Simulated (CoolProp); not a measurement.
Vapour-liquid equilibrium of cyclohexane (1) + n-heptane (2) at 423.1 K; x and y are mole fractions of (1).

Values from CoolProp's multi-fluid Helmholtz-energy mixture model, Zhou 2014 and Span 2003; pair parameters Bell 2016.

### Question
Give the bubble pressure and the first vapour's composition at x = 0.15, 0.45, 0.95. Is there an azeotrope?

### Answer
x = 0.15: 400.6 kPa, y = 0.200; x = 0.45: 455.8 kPa, y = 0.535; x = 0.95: 544.0 kPa, y = 0.963. No azeotrope shows between x = 0.05 and 0.95.

Pair parameters are fitted to limited data, so mixtures are less certain than the pure fluids.
